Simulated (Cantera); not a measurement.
# C2F6 + H2 (fluorocarbon and chlorocarbon gases)

Input: 1 mol C2F6, a varied amount of H2, at 0.100 bar.

Cantera equilibrium calculation (NASA polynomials, part measured and part estimated; ideal gas, pure solids and liquids). Candidate condensed phases: C, C6H6, C7H8, C8H18; 95 gas species. The feed counts by its element totals alone. The numbers say what is thermodynamically allowed, not how fast it happens.

Problem. Map the stable condensed phases over T = 1800, 1875, 1950, 2025, 2100, 2175, 2250, 2325, 2400, 2475, 2550, 2625, 2700 K and n(H2) in mol = 0.037, 0.053, 0.077, 0.11, 0.16, 0.23, 0.33, 0.47, 0.68.

Solution. 
```
T in K \ n(H2) in mol
         0.037 0.053 0.077  0.11  0.16  0.23  0.33  0.47  0.68
   2700      A     A     A     A     A     B     B     B     B
   2625      A     A     A     A     A     B     B     B     B
   2550      A     A     A     A     B     B     B     B     B
   2475      B     B     B     B     B     B     B     B     B
   2400      B     B     B     B     B     B     B     B     B
   2325      B     B     B     B     B     B     B     B     B
   2250      B     B     B     B     B     B     B     B     B
   2175      B     B     B     B     B     B     B     B     B
   2100      B     B     B     B     B     B     B     B     B
   2025      B     B     B     B     B     B     B     B     B
   1950      B     B     B     B     B     B     B     B     B
   1875      B     B     B     B     B     B     B     B     B
   1800      B     B     B     B     B     B     B     B     B
```
A: gas only; B: C.
